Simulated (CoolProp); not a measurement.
A simple Rankine cycle with water: condensing at 303.15 K, boiler at 0.908 MPa, turbine inlet 463.9 K, turbine efficiency 0.75, pump efficiency 0.7, no recuperator. Each further row changes one setting.

The numbers come from the reference Helmholtz-energy equation of state, Wagner 2002 in CoolProp.

```csv
case,thermal efficiency (%),net work (kJ/kg),heat in (kJ/kg),turbine exit temperature (K),volume ratio over the turbine
as stated,21.9,589,2680,303.1,127
turbine inlet 483.9 K,22.0,601,2730,303.1,123
condensing temperature 295.15 K,23.1,626,2720,295.1,197
boiler pressure 0.636 MPa,20.6,558,2700,303.1,89.6
turbine efficiency 0.65,19.0,510,2680,303.1,132
```

The expansion ends wet for: as stated; turbine inlet 483.9 K; condensing temperature 295.15 K; boiler pressure 0.636 MPa; turbine efficiency 0.65.
